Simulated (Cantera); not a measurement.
A perfectly stirred reactor is fed with 5.21 % H₂, 94.8 % O₂, equivalence ratio 0.028, at 20.0 Torr; it is held at 1423 K, and followed from long to short residence time.

Computed with Cantera and the H2/O2 subset of GRI-Mech 3.0, which has no nitrogen chemistry. Radical loss at walls, strong at low pressure, is not modelled. The temperature is held fixed by assumption; the heat of reaction is taken as removed at once.

x: mole fraction; the columns are a selection and need not sum to one.

| τ (s) | x H₂ | x O₂ | x H | x H₂O₂ | x H₂O | x OH | x O |
|---|---|---|---|---|---|---|---|
| 23 | 1.21e-5 | 0.946 | 4.59e-6 | 1.18e-8 | 0.0532 | 0.000633 | 0.000313 |
| 4.0 | 3.75e-5 | 0.945 | 2.66e-5 | 2.33e-8 | 0.0529 | 0.00113 | 0.00101 |
| 0.70 | (withheld) | 0.942 | (withheld) | (withheld) | 0.0522 | (withheld) | (withheld) |
| 0.12 | 0.000319 | 0.936 | 0.000729 | 6.64e-8 | 0.0508 | 0.00339 | 0.00917 |
| 0.021 | 0.000781 | 0.922 | 0.00257 | 8.98e-8 | 0.0482 | 0.00511 | 0.0210 |
| 0.0037 | (withheld) | 0.910 | (withheld) | (withheld) | 0.0447 | (withheld) | 0.0313 |
| 0.00065 | 0.00561 | 0.910 | 0.00671 | 1.42e-7 | 0.0391 | 0.00833 | 0.0305 |

Question: Complete the blanks.

Answer: 
- 0.70, x H₂: 0.000112
- 0.70, x H: 0.000146
- 0.70, x H₂O₂: 4.15e-8
- 0.70, x OH: 0.00200
- 0.70, x O: 0.00315
- 0.0037, x H₂: 0.00179
- 0.0037, x H: 0.00508
- 0.0037, x H₂O₂: 1.08e-7
- 0.0037, x OH: 0.00660
